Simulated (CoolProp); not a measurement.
Values from CoolProp's reference Helmholtz-energy equation of state, Zhou 2012.

Task: Give the vapour pressure (MPa), liquid cp (kJ/(kg K)), liquid conductivity (mW/(m K)) of saturated m-xylene at 363, 393.5, 396.9 K.

Result: 
| T (K) | p (MPa) | liquid cp (kJ/(kg K)) | liquid conductivity (mW/(m K)) |
|---|---|---|---|
| 363 | 0.0218 | 1.93 | 113 |
| 393.5 | 0.0596 | 2.05 | 105 |
| 396.9 | 0.0659 | 2.06 | 104 |

Thermal conductivity comes from a separate model (Mylona 2014).
